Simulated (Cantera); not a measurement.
An isothermal, constant-pressure homogeneous reactor starts with H2 : O2 : N2 = 1.2 : 1 : 18 (molar parts), equivalence ratio 0.60, at 1400 K and 0.133 bar. Integrator tolerance rtol = 1e-08.

Model: the H2/O2 subset of GRI-Mech 3.0, which has no nitrogen chemistry, integrated in Cantera. The temperature is held fixed by assumption; the heat of reaction is taken as removed at once.

### Question
What does this change do: temperature 1400 to 825 K?

### Answer
```
quantity                                           before                                     after
----------------  ---------------------------------------  ----------------------------------------
x(H2) at 7.00 s   5.37e-7 (gas-phase equilibrium 5.34e-7)    0.00152 (gas-phase equilibrium <1e-12)
x(O2) at 7.00 s     0.0204 (gas-phase equilibrium 0.0204)     0.0211 (gas-phase equilibrium 0.0204)
x(O) at 7.00 s    3.75e-7 (gas-phase equilibrium 3.73e-7)    4.88e-8 (gas-phase equilibrium <1e-12)
x(OH) at 7.00 s   2.24e-5 (gas-phase equilibrium 2.23e-5)   3.07e-8 (gas-phase equilibrium 1.32e-9)
x(H) at 7.00 s    9.88e-9 (gas-phase equilibrium 9.80e-9)    4.36e-8 (gas-phase equilibrium <1e-12)
x(H2O) at 7.00 s    0.0612 (gas-phase equilibrium 0.0612)     0.0596 (gas-phase equilibrium 0.0612)
x(HO2) at 7.00 s  7.44e-9 (gas-phase equilibrium 7.44e-9)  2.35e-6 (gas-phase equilibrium 2.58e-12)
```
Radical loss at walls, strong at low pressure, is not modelled. Below about 950 K walls govern HO2 and H2O2 in real vessels.
